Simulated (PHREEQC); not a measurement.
A solution holds 160 mmol/kgw SrCl2, 0.67 mmol/kgw CO2 and 27 mmol/kgw NaCl, at 25 °C. Closed to the air; pH follows from the charge balance.

Model: ion-association model, phreeqc.dat, run in PHREEQC.

Precipitation was switched off in this run.

**Question.** Predict the pH.

**Answer.** pH 4.62.

**Question.** In which forms is C present?

**Answer.** CO2 95 %, HCO3- 2.9 %, SrHCO3+ 1.8 % of the C.

Species that the database lacks are ignored.
